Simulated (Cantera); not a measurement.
Feed: 1 mol MgF₂, 51 mol H₂, at 1027 °C.

Cantera equilibrium calculation (NASA polynomials, part measured and part estimated; ideal gas, pure solids and liquids). Candidate condensed phases: Mg, MgF₂; 17 gas species. Kinetics and transport are ignored.

x: gas mole fraction; n: condensed amount in mol.

| P (Pa) | x H₂ | x HF | x Mg | x MgF₂ | x H | n MgF₂(s) |
|---|---|---|---|---|---|---|
| 0.100 | 0.945 | 0.0355 | 0.0176 | 0.000989 | 0.00108 | 0 |
| 1 | 0.953 | (withheld) | (withheld) | (withheld) | (withheld) | 0 |
| 10 | 0.973 | 0.0138 | 0.00672 | 0.00552 | 0.000109 | 0.344 |
| 100 | 0.995 | 0.00299 | 0.00147 | 0.000552 | 3.49e-5 | 0.894 |
| 1000 | 0.999 | (withheld) | (withheld) | (withheld) | (withheld) | 0.981 |
| 10000 | 1.000 | 0.000139 | 6.85e-5 | 5.52e-6 | 3.50e-6 | 0.996 |
| 100000 | 1.000 | 2.99e-5 | 1.47e-5 | 5.52e-7 | 1.11e-6 | 0.999 |

Question: Some entries are withheld; supply them.

Answer: 
- 1000, x HF: 0.000643
- 1000, x Mg: 0.000318
- 1000, x MgF₂: 5.52e-5
- 1000, x H: 1.11e-5
- 1, x HF: 0.0280
- 1, x Mg: 0.0137
- 1, x MgF₂: 0.00474
- 1, x H: 0.000341
